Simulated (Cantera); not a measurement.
Feed: 1 mol Pb, 1.5 mol O2, 14 mol N2, at 1373 K.

Equilibrium computed with Cantera from the NASA thermochemical tables; the gas is ideal and each condensed phase is pure. Candidate condensed phases: Pb, PbO, PbO2, Pb3O4; 12 gas species. Gases not in the tables: (PbO)n polymers. Rates play no part.

log p: log10 of the partial pressure in bar; n: condensed amount in mol.

| P (Pa) | log p N2 | log p O2 | log p PbO | log p Pb | log p NO | log p O | log p NO2 | n PbO(l) |
|---|---|---|---|---|---|---|---|---|
| 10 | -4.06 | -5.13 | -5.44 | -5.59 | [?] | -8.77 | -11.72 | 0 |
| 68 | -3.23 | -4.33 | -4.48 | -5.03 | [?] | -8.38 | -10.51 | 0 |
| 460 | -2.40 | -3.52 | -3.59 | -4.54 | [?] | -7.97 | -9.28 | 0 |
| 3200 | -1.55 | -2.69 | -2.83 | -4.20 | [?] | -7.55 | -8.02 | 0.234 |
| 22000 | -0.69 | -1.84 | -2.83 | -4.62 | [?] | -7.13 | -6.75 | 0.896 |
| 150000 | 0.15 | -1.00 | -2.83 | -5.04 | [?] | -6.71 | -5.49 | 0.985 |
| 1000000 | 0.97 | -0.18 | -2.83 | -5.45 | [?] | -6.30 | -4.26 | 0.998 |

Task: Fill in the missing entries.

Result: 
- 10, log p NO: -7.41
- 68, log p NO: -6.60
- 460, log p NO: -5.78
- 3200, log p NO: -4.93
- 22000, log p NO: -4.08
- 150000, log p NO: -3.24
- 1000000, log p NO: -2.42
